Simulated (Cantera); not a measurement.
## Formation from one mole of F2

Standard-state values (1 bar) from the NASA 1993 polynomials, evaluated with Cantera. Values are per mole of reaction as written; species without (g) are pure solids or liquids, kept so even where they would boil at 1 bar.

0.6667 Al + F2(g) → 0.6667 AlF3(g)

| T (K) | ΔH° (kJ) | ΔS° (J/K) | ΔG° (kJ) | log10 K | condensed phases |
|---|---|---|---|---|---|
| 300 | -806.2 | -37.2 | -795.1 | 138.43 | Al(s) |
| 2348 | -823.5 | -54.8 | -694.9 | 15.46 | Al(l) |
| 2448 | -824.0 | -55.0 | -689.4 | 14.71 | Al(l) |
| 2548 | -824.5 | -55.2 | -683.9 | 14.02 | Al(l) |
| 2648 | -824.9 | -55.4 | -678.3 | 13.38 | Al(l) |
| 2748 | -825.4 | -55.5 | -672.8 | 12.79 | Al(l) |

0.6667 B + F2(g) → 0.6667 BF3(g)

```json
[
 {"T (K)": "300", "ΔH° (kJ)": "-757.1", "ΔS° (J/K)": "-37.1", "ΔG° (kJ)": "-746.0", "log10 K": "129.88", "condensed phases": "B(s)"},
 {"T (K)": "2348", "ΔH° (kJ)": "-765.4", "ΔS° (J/K)": "-45.7", "ΔG° (kJ)": "-658.0", "log10 K": "14.64", "condensed phases": "B(s)"},
 {"T (K)": "2448", "ΔH° (kJ)": "-799.4", "ΔS° (J/K)": "-60.2", "ΔG° (kJ)": "-652.1", "log10 K": "13.91", "condensed phases": "B(l)"},
 {"T (K)": "2548", "ΔH° (kJ)": "-799.9", "ΔS° (J/K)": "-60.4", "ΔG° (kJ)": "-646.0", "log10 K": "13.24", "condensed phases": "B(l)"},
 {"T (K)": "2648", "ΔH° (kJ)": "-800.4", "ΔS° (J/K)": "-60.6", "ΔG° (kJ)": "-640.0", "log10 K": "12.62", "condensed phases": "B(l)"},
 {"T (K)": "2748", "ΔH° (kJ)": "-800.9", "ΔS° (J/K)": "-60.8", "ΔG° (kJ)": "-633.9", "log10 K": "12.05", "condensed phases": "B(l)"}
]
```

Cu + F2(g) → CuF2(g)

```
T (K)  ΔH° (kJ)  ΔS° (J/K)  ΔG° (kJ)  log10 K  condensed phases
-----  --------  ---------  --------  -------  ----------------
300      -267.0       31.1    -276.3    48.11             Cu(s)
2348     -302.0        2.1    -307.0     6.83             Cu(l)
2448     -303.2        1.6    -307.2     6.55             Cu(l)
2548     -304.3        1.2    -307.3     6.30             Cu(l)
2648     -305.3        0.8    -307.4     6.06             Cu(l)
2748     -306.3        0.4    -307.4     5.84             Cu(l)
```
